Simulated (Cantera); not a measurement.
Mixture: 14.9 % CH₄, 5.96 % CO, 16.6 % O₂, 62.5 % N₂, at 10.0 bar, adiabatic and at constant pressure. Ignition delay is the time to a rise of 400 K.

Computed with Cantera and GRI-Mech 3.0 (53 species, 325 reactions).

Task: Predict: delay at 1298 K; delay at 1448 K; delay at 1598 K; delay at 1748 K; apparent activation energy between 1673 and 1823 K.

Result: 
- delay at 1298 K: 3.27 ms
- delay at 1448 K: 0.553 ms
- delay at 1598 K: 0.116 ms
- delay at 1748 K: 30.5 µs
- apparent activation energy between 1673 and 1823 K: 210 kJ/mol
